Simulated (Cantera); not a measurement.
Mixture: CH4 : O2 : N2 : H2O = 1 : 2.86 : 10.7 : 0.86 (molar parts), at 3600 Torr, adiabatic and at constant volume. Ignition delay is the time to a rise of 400 K.

Detailed kinetics in Cantera: GRI-Mech 3.0 (53 species, 325 reactions).

Q: What does this change do: O2 2.86 to 0.99 parts?

A: 
| quantity | before | after |
|---|---|---|
| delay at 1300 K | 2.64 ms | 14.4 ms |
| delay at 1500 K | 0.316 ms | 1.50 ms |
| delay at 1700 K | 54.3 µs | 0.186 ms |
| delay at 1900 K | 13.9 µs | 36.9 µs |
| delay at 2100 K | 4.96 µs | 11.7 µs |
| apparent activation energy between 1900 and 2100 K | 170 kJ/mol | 190 kJ/mol |

Q: What does this change do: 0.84 parts H2 added?

A: 
| quantity | before | after |
|---|---|---|
| delay at 1300 K | 2.64 ms | 0.149 ms |
| delay at 1500 K | 0.316 ms | 39.3 µs |
| delay at 1700 K | 54.3 µs | 13.6 µs |
| delay at 1900 K | 13.9 µs | 5.66 µs |
| delay at 2100 K | 4.96 µs | 2.70 µs |
| apparent activation energy between 1900 and 2100 K | 170 kJ/mol | 120 kJ/mol |

Q: What does this change do: 0.31 parts H2 added?

A: 
```json
[
 {"quantity": "delay at 1300 K", "before": "2.64 ms", "after": "0.437 ms"},
 {"quantity": "delay at 1500 K", "before": "0.316 ms", "after": "99.8 µs"},
 {"quantity": "delay at 1700 K", "before": "54.3 µs", "after": "27.3 µs"},
 {"quantity": "delay at 1900 K", "before": "13.9 µs", "after": "9.25 µs"},
 {"quantity": "delay at 2100 K", "before": "4.96 µs", "after": "3.81 µs"},
 {"quantity": "apparent activation energy between 1900 and 2100 K", "before": "170 kJ/mol", "after": "150 kJ/mol"}
]
```
